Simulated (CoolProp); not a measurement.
A single-stage vapour-compression cycle with R152A: evaporating at 276.15 K (dew point), condensing at 297.15 K (bubble point), superheat 0 K, subcooling 5 K, compressor efficiency 0.85, no pressure losses. Each further row changes one setting.

The numbers come from the reference Helmholtz-energy equation of state, Outcalt 1996 in CoolProp. It is a modified Benedict-Webb-Rubin equation, recast in Helmholtz form.

| case | cooling COP | pressure ratio | discharge temperature (K) | refrigerating effect (kJ/kg) | volumetric capacity (kJ/m³) |
|---|---|---|---|---|---|
| as stated | 10.6 | 1.97 | 307.5 | 276 | 2560 |
| evaporating temperature 281.15 K | 14.4 | 1.66 | 304.8 | 279 | 3050 |
| condensing temperature 292.15 K | 14.2 | 1.69 | 300.3 | 285 | 2640 |
| subcooling 10 K | 10.9 | 1.97 | 307.5 | 285 | 2640 |
| superheat 10 K | 10.5 | 1.97 | 317.6 | 287 | 2530 |
| compressor efficiency 0.75 | 9.33 | 1.97 | 310.3 | 276 | 2560 |
